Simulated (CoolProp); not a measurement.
Vapour-liquid equilibrium of hydrogen chloride (1) + propane (2) at 25.05 °C; x and y are mole fractions of (1).

Computed with CoolProp (multi-fluid Helmholtz-energy mixture model, Thol 2018 and Lemmon 2009; pair parameters Bell 2016).

Give the bubble pressure and the first vapour's composition at x = 0.05, 0.15, 0.25. Is there an azeotrope?

x = 0.05: 1.236 MPa, y = 0.223; x = 0.15: 1.767 MPa, y = 0.459; x = 0.25: 2.241 MPa, y = 0.583. No azeotrope shows between x = 0.05 and 0.95.

The pair parameters rest on a limited set of measurements; away from them the model extrapolates.
